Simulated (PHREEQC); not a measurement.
A solution holds 43 mmol/kgw CuSO4, 0.094 mmol/kgw HCl and 1.5 mmol/kgw FeCl3, at 25 °C. Closed to the air; pH follows from the charge balance.

Model: ion-association model, wateq4f.dat, run in PHREEQC.

```csv
quantity,before,after
pH,3.47,3.67
ionic strength (mol/kgw),0.102,0.0255
Cu+2 (mol/kgw),0.0252,0.00622
SO4-2 (mol/kgw),0.0239,0.00605
CuSO4 (mol/kgw),0.0177,0.00238
HSO4- (mol/kgw),0.000372,8.15e-5
SI of Chalcanthite (CuSO4:5H2O),-1.42,-2.29
SI of Tenorite (CuO),-2.67,-2.74
```

**Question.** What was changed between the two runs?
A. diluted 100-fold with water
B. temperature from 25 to 5 °C
C. FeCl3 left out
D. diluted 5-fold with water
E. temperature from 25 to 15 °C

**Answer.** D, diluted 5-fold with water

No solid was allowed to form. Some of these states are supersaturated (in Fe(OH)3(a), Hematite (slow to form), for instance).
